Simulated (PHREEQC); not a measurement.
Dissolve 0.092 mol/kgw (NH4)2SiF6 and 0.0033 mol/kgw H2SO4 at 20 °C. Closed to the air; pH follows from the charge balance.

Equilibrium calculation in PHREEQC: ion-association model, phreeqc.dat.

### Question
The ionic strength comes out as 0.282 mol/kgw. What activity coefficients do HF2-, H+, HSO4-, SO4-2, SiF6-2 get?

### Answer
HF2- 0.74, H+ 0.79, HSO4- 0.74, SO4-2 0.26, SiF6-2 0.27.

No solid was allowed to form. The solution is supersaturated, for example in Quartz (slow to form), Chalcedony (slow to form), so a real one may precipitate; this is no full list. Species that the database lacks are ignored. SiF6-2 is the database's only silicon fluoride.
